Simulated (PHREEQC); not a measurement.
Solution (25 °C): 44 mmol/kgw H3PO4, 3.1 mmol/kgw K2HPO4 and 0.55 mmol/kgw ZnSO4. It is in equilibrium with CO2 at log p = -2 (atm). Otherwise closed; pH follows from the charge balance.

Computed with PHREEQC (ion-association model, wateq4f.dat).

| quantity | before | after |
|---|---|---|
| pH | 1.95 | 1.86 |
| ionic strength (mol/kgw) | 0.0209 | 0.0174 |
| H3PO4 (mol/kgw) | 0.0279 | 0.0283 |
| H2PO4- (mol/kgw) | 0.0192 | 0.0158 |
| HPO4-2 (mol/kgw) | 1.59e-7 | 1.04e-7 |
| HCO3- (mol/kgw) | 1.53e-8 | 1.24e-8 |

### Question
Name the change that produced these shifts.
A. 0.00063 mol/kgw PbCl2 added
B. K2HPO4 left out
C. ZnSO4 left out
D. diluted 100-fold with water
E. K2HPO4 from 0.0031 to 0.00465 mol/kgw

### Answer
B, K2HPO4 left out

Precipitation was switched off in this run. H3PO4, which wateq4f.dat lacks, is added to it with the constant of phreeqc.dat. The database has no phosphate complexes of Zn.
